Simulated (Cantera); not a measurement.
Input: 1 mol Si₃N₄, 0.031 mol N₂, held at 1425 K and 7.50 Torr.

Equilibrium computed with Cantera from the NASA thermochemical tables; the gas is ideal and each condensed phase is pure. Candidate condensed phases: Si, Si₃N₄; 7 gas species. Kinetics and transport are ignored.

Base state: N₂ 1.00 (mole fractions); condensed: Si₃N₄(s).

### Question
What changes in the equilibrium state with this change: temperature from 1425 K to 2775 K?

### Answer
| species | before | after |
|---|---|---|
| Si | 1.61e-9 | 0.588 |
| N₂ | 1.00 | 0.405 |
| Si₂ | <1e-9 | 0.00438 |
| SiN | <1e-9 | 0.00260 |
| Si₂N | <1e-9 | 0.000377 |
| Si₃N₄(s), mol | 1.00 | 0 |
The tables' values for SiN are old estimates; treat these amounts as uncertain.

### Question
What changes in the equilibrium state with this change: Si₃N₄ replaced by ZrN?

### Answer
| species | before | after |
|---|---|---|
| N₂ | 1.00 | 1.00 |
| Si₃N₄(s), mol | 1.00 | 0 |
| ZrN(s), mol | 0 | 1.00 |
ZrN: taken at fixed stoichiometry. Further candidate phases: Zr, ZrN.
